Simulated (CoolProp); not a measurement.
A simple Rankine cycle with cyclohexane: condensing at 291.15 K, boiler at 0.0831 MPa, turbine inlet 352.4 K, turbine efficiency 0.9, pump efficiency 0.8, no recuperator. Each further row changes one setting.

The numbers come from the reference Helmholtz-energy equation of state, Zhou 2014 in CoolProp.

| case | thermal efficiency (%) | net work (kJ/kg) | heat in (kJ/kg) | turbine exit temperature (K) | volume ratio over the turbine |
|---|---|---|---|---|---|
| as stated | 13.0 | 62.2 | 479 | 306.6 | 7.89 |
| turbine inlet 372.4 K | 13.0 | 66.3 | 511 | 327.3 | 7.93 |
| condensing temperature 283.15 K | 14.7 | 72.6 | 493 | 298.4 | 11.4 |
| boiler pressure 0.0582 MPa | 11.0 | 53.0 | 480 | 314.4 | 5.61 |
| turbine efficiency 0.8 | 11.5 | 55.3 | 479 | 311.8 | 8.02 |
